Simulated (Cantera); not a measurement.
A Cantera script and what it prints.

```python
import numpy as np
import cantera as ct

gas_names = [...]  # 92 gases of nasa_gas.yaml made of C, H, N
cond_names = """
    C(gr) C6H6(L) C7H8(L) C8H18(L),n-octa
""".split()


# ... load() reads the species with a 1 bar reference pressure and builds the phases ...
atoms = {
    'toluene': {'C': 7, 'H': 8},
    'NH3': {'N': 1, 'H': 3},
}
top_T = {'C(gr)': 4500}  # K; cautious upper limits of use, not melting points


# ... equilibrate(T, P, feed) seeds the gas with the atoms and calls Mixture.equilibrate('TP', solver="vcs", rtol=1e-11, max_steps=5000) ...
results = []
feed = {'toluene': 1, 'NH3': 0.43}  # mol
T = 2848  # K
for P in [10, 56, 320, 1800, 10000, 56000, 320000, 1800000, 10000000]:
    mix = equilibrate(T, P, feed)
    results.append((T, P, feed, dict(zip(mix.species_names, mix.species_moles))))

top = {s: max(r[3][s] / sum(r[3][g] for g in gas_names) for r in results) for s in gas_names}
cols = sorted((s for s in top if top[s] > 1e-05), key=lambda s: -top[s])[:9]
seen = [c for c in cond_names if any(r[3].get(c, 0) > 1e-12 for r in results)]
print("log10 of partial pressures in bar; condensed amounts in mol")
print(f"{'P/Pa':>10s}" + "".join(f"{s[:9]:>10s}" for s in cols + seen))
for T, P, feed, n in results:
    ng = sum(n[g] for g in gas_names)
    print(f"{P:10.4g}" + "".join(f"{np.log10(max(n[s] / ng * P / 1e5, 1e-99)):10.3f}" for s in cols)
          + "".join(f"{n.get(c, 0):10.4g}" for c in seen))
```

It prints:

```
log10 of partial pressures in bar; condensed amounts in mol
      P/Pa        H2         H        C3         C C2H2,acet        N2       HCN        C2        CN     C(gr)
        10    -6.239    -4.135    -4.843    -5.155    -8.044    -5.912    -7.093    -5.651    -6.041         0
        56    -4.669    -3.350    -4.249    -4.957    -6.078    -5.076    -5.691    -5.255    -5.424     3.112
       320    -3.218    -2.624    -4.249    -4.957    -4.626    -4.202    -4.529    -5.255    -4.988     6.207
      1800    -2.092    -2.061    -4.249    -4.957    -3.500    -3.375    -3.552    -5.255    -4.574     6.534
     1e+04    -1.174    -1.602    -4.249    -4.957    -2.582    -2.577    -2.694    -5.255    -4.175     6.537
   5.6e+04    -0.350    -1.190    -4.249    -4.957    -1.759    -1.801    -1.895    -5.255    -3.787      6.52
   3.2e+05     0.439    -0.796    -4.249    -4.957    -0.970    -1.031    -1.115    -5.255    -3.402     6.508
   1.8e+06     1.201    -0.414    -4.249    -4.957    -0.207    -0.275    -0.356    -5.255    -3.024     6.496
     1e+07     1.948    -0.041    -4.249    -4.957     0.540     0.476     0.393    -5.255    -2.649     6.459
```

These are equilibrium values from Cantera (NASA tables, ideal gas, pure condensed phases), not measurements of a reactor. The ideal-gas law is rough above about 30 bar.
